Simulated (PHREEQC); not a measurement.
A solution holds 120 mmol/kgw HF, 120 mmol/kgw (NH4)2SiF6 and 1.4 mmol/kgw H2SO4, at 25 °C and 50 atm. Closed to the air; pH follows from the charge balance.

Computed with PHREEQC (ion-association model, phreeqc.dat).

| quantity | before | after |
|---|---|---|
| pH | 1.91 | 1.95 |
| ionic strength (mol/kgw) | 0.376 | 0.0133 |
| HF (mol/kgw) | 0.103 | 0.107 |
| F- (mol/kgw) | 0.00960 | 0.00733 |
| HF2- (mol/kgw) | 0.00364 | 0.00294 |
| SO4-2 (mol/kgw) | 0.000716 | 0.000803 |

Problem. What was changed between the two runs?
A) HF left out
B) (NH4)2SiF6 from 0.12 to 0.06 mol/kgw
C) H2SO4 from 0.0014 to 0.014 mol/kgw
D) (NH4)2SiF6 replaced by KF at the same molality
E) (NH4)2SiF6 left out

Solution. E, (NH4)2SiF6 left out

Precipitation was switched off in this run. Under pressure, the constants of complexes without a molar volume in the database are unreliable. SiF6-2 is the database's only silicon fluoride.
